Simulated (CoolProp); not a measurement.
The numbers come from the reference Helmholtz-energy equation of state, Gao 2022 in CoolProp.

Task: For n-perfluorohexane, give the phase and the density (kg/m³), cv (kJ/(kg K)), isothermal compressibility (1/MPa), expansivity (1/kK) at 450 K and 933 kPa; 450 K and 3420 kPa; 450 K and 4350 kPa.

Result: 
- 450 K and 933 kPa: gas; density 108, cv 1.00, isothermal compressibility 1.44, expansivity 5.23
- 450 K and 3420 kPa: supercritical; density 1100, cv 1.04, isothermal compressibility 0.0589, expansivity 6.48
- 450 K and 4350 kPa: supercritical; density 1150, cv 1.03, isothermal compressibility 0.0379, expansivity 4.89
